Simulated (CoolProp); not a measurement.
Properties of R115 along the isotherm 54.15 °C (Tc = 80.0 °C, pc = 3.129 MPa, ω = 0.248).

The numbers come from the reference Helmholtz-energy equation of state, Lemmon 2016 in CoolProp.

```csv
p (MPa),phase,density (kg/m³),cp (kJ/(kg K)),cv (kJ/(kg K)),isothermal compressibility (1/MPa),fugacity coefficient
0.711,gas,45.07,0.8018,0.7135,1.590,0.9055
1.42,gas,106.3,0.9302,0.7441,1.012,0.8098
2.13,liquid,1124,1.308,0.7658,0.02807,0.6529
2.84,liquid,1144,1.252,0.7619,0.02254,0.5074
3.56,liquid,1161,1.213,0.7589,0.01895,0.4194
4.27,liquid,1176,1.185,0.7566,0.01646,0.3619
4.98,liquid,1189,1.163,0.7547,0.01460,0.3211
5.69,liquid,1201,1.146,0.7532,0.01315,0.2907
6.4,liquid,1212,1.131,0.7519,0.01198,0.2672
7.11,liquid,1222,1.118,0.7508,0.01102,0.2486
7.82,liquid,1231,1.108,0.7498,0.01021,0.2336
```
